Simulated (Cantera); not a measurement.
Cantera run:

```python
import numpy as np
import cantera as ct

gas_names = """
    CL CL2 H HCL H2 Si SiCL SiCL2 SiCL3 SiCL4 SiH SiHCL3 SiH2 SiH2CL2 SiH3 SiH3CL SiH4 Si2 Si3
""".split()
cond_names = """
    Si(cr) Si(L)
""".split()


# ... load() reads the species with a 1 bar reference pressure and builds the phases ...
atoms = {
    'SiCl4': {'Si': 1, 'CL': 4},
    'HCl': {'H': 1, 'CL': 1},
    'H2': {'H': 2},
}
top_T = {}  # K; cautious upper limits of use, not melting points


# ... equilibrate(T, P, feed) seeds the gas with the atoms and calls Mixture.equilibrate('TP', solver="vcs", rtol=1e-11, max_steps=5000) ...
results = []
feed = {'SiCl4': 1, 'HCl': 3.7, 'H2': 2}  # mol
P = 10000  # Pa
for T in [600, 700, 800, 900, 1000, 1100, 1200]:
    mix = equilibrate(T, P, feed)
    results.append((T, P, feed, dict(zip(mix.species_names, mix.species_moles))))
    x = sorted(zip(gas.X, gas.species_names), reverse=True)
    print(f"T = {T:g} K  P = {P:g} Pa  gas = {mix.phase_moles(0):.4g} mol")
    print("   x: " + "  ".join(f"{s} {v:.3e}" for v, s in x if v > 0.001))
    print("   condensed (mol): " + ("  ".join(f"{mix.phase(i).name} {mix.phase_moles(i):.4g}"
          for i in range(1, mix.n_phases) if mix.phase_moles(i) > 1e-12) or "none"))
```

Output:

```
T = 600 K  P = 10000 Pa  gas = 6.7 mol
   x: HCL 5.522e-01  H2 2.985e-01  SiCL4 1.493e-01
   condensed (mol): none
T = 700 K  P = 10000 Pa  gas = 6.7 mol
   x: HCL 5.523e-01  H2 2.985e-01  SiCL4 1.492e-01
   condensed (mol): none
T = 800 K  P = 10000 Pa  gas = 6.7 mol
   x: HCL 5.523e-01  H2 2.984e-01  SiCL4 1.492e-01
   condensed (mol): none
T = 900 K  P = 10000 Pa  gas = 6.7 mol
   x: HCL 5.525e-01  H2 2.983e-01  SiCL4 1.490e-01
   condensed (mol): none
T = 1000 K  P = 10000 Pa  gas = 6.7 mol
   x: HCL 5.528e-01  H2 2.979e-01  SiCL4 1.486e-01
   condensed (mol): none
T = 1100 K  P = 10000 Pa  gas = 6.701 mol
   x: HCL 5.537e-01  H2 2.971e-01  SiCL4 1.477e-01  SiHCL3 1.168e-03
   condensed (mol): none
T = 1200 K  P = 10000 Pa  gas = 6.707 mol
   x: HCL 5.559e-01  H2 2.950e-01  SiCL4 1.450e-01  SiHCL3 2.093e-03  SiCL3 1.795e-03
   condensed (mol): none
```

Cantera equilibrium calculation (NASA polynomials, part measured and part estimated; ideal gas, pure solids and liquids). The tables' values for SiCl3 are old estimates; treat these amounts as uncertain.
